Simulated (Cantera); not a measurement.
A closed system holds: 1 mol CH3SiCl3, 0.078 mol C3H8, 1.2 mol H2, at 1275 K.

Method: chemical equilibrium by Gibbs-energy minimisation in Cantera with the NASA 1993 tables (ideal gas, pure condensed phases). Candidate condensed phases: C, C6H6, C7H8, C8H18, Si, SiC; 109 gas species. The feed counts by its element totals alone. Kinetics and transport are ignored.

Task: What share of the Si ends up in condensed phases as a function of P (Pa), at 100, 270, 720, 1900, 5200, 14000, 37000, 100000?

Result: 
```csv
P (Pa),Si condensed (%),as
100,91.6,SiC(s)
270,87.8,SiC(s)
720,82.5,SiC(s)
1900,76.3,SiC(s)
5200,69.3,SiC(s)
14000,62.4,SiC(s)
37000,56.0,SiC(s)
100000,49.9,SiC(s)
```
